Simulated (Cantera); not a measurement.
## Thermodynamics of hydrogen reduction and annealing atmospheres, feed FeS₂ + H₂ + H₂O

Charge: 1 mol FeS₂, 300 mol H₂, 0.39 mol H₂O, held at 1877 °C.

These are equilibrium values from Cantera (NASA tables, ideal gas, pure condensed phases), not measurements of a reactor. Candidate condensed phases: Fe, FeO, Fe(OH)₂, Fe(OH)₃, FeS, FeSO₄, FeS₂, Fe₂O₃, Fe₂(SO₄)₃, Fe₃O₄, H₂O, H₂SO₄, S; 22 gas species. The numbers say what is thermodynamically allowed, not how fast it happens.

From 0.0750 Torr to 75.0 Torr nothing is condensed. From 750 Torr to 7500 Torr the condensed part is Fe(l). The main Fe-bearing gas is Fe throughout.

| P (Pa) | x H₂ | x H | x H₂S | x S | x Fe | x SH | n Fe(l) |
|---|---|---|---|---|---|---|---|
| 10 | 0.651 | 0.340 | 1.61e-5 | 0.00486 | 0.00274 | 0.000482 | 0 |
| 100 | 0.866 | 0.124 | 0.000177 | 0.00402 | 0.00310 | 0.00145 | 0 |
| 1000 | 0.949 | 0.0411 | 0.000945 | 0.00196 | 0.00324 | 0.00234 | 0 |
| 10000 | 0.976 | 0.0132 | 0.00281 | 0.000567 | 0.00329 | 0.00217 | 0 |
| 100000 | 0.986 | 0.00419 | 0.00500 | 9.96e-5 | 0.00173 | 0.00121 | 0.476 |
| 1000000 | 0.991 | 0.00133 | 0.00612 | 1.21e-5 | 0.000173 | 0.000469 | 0.948 |
x: gas mole fraction; n: condensed amount in mol.
